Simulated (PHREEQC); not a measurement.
Consider water at 35 °C with 1.9 mmol/kgw H2SO4, 72 mmol/kgw ZnSO4 and 9.2 mmol/kgw MgCl2. Closed to the air; pH follows from the charge balance.

Model: ion-association model, phreeqc.dat, run in PHREEQC.

Precipitation was switched off in this run.

Task: Estimate the pH, density, ionic strength.

Result: pH 2.85; density 1.006 g/cm³; ionic strength 0.169 mol/kgw.

Task: In which forms is Zn present?

Result: Zn+2 54 %, ZnSO4 37 %, Zn(SO4)2-2 8.1 %, ZnCl+ 1.2 % of the Zn.
